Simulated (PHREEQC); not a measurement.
## Alkaline etch or developer: an equilibrium model

Make-up at 25 °C: 0.0031 mol/kgw LiOH, 0.00074 mol/kgw H3BO3 and 0.0092 mol/kgw K2CO3. Closed to the air; pH follows from the charge balance.

The numbers come from PHREEQC with the ion-association model, phreeqc.dat.

Each row changes one thing in this solution. Precipitation was switched off in this run.

```tsv
case	pH	ionic strength (mol/kgw)	H3BO3 (mol/kgw)
as made	11.38	0.0302	4.53e-6
K2CO3 left out	11.34	0.00310	5.46e-6
H3BO3 from 0.00074 to 0.0037 mol/kgw	10.87	0.0293	7.20e-5
temperature from 25 to 65 °C	10.47	0.0287	1.87e-5
```

Species that the database lacks are ignored. At this temperature some constants are extrapolated from 25 °C, and those without enthalpy data are left unchanged.
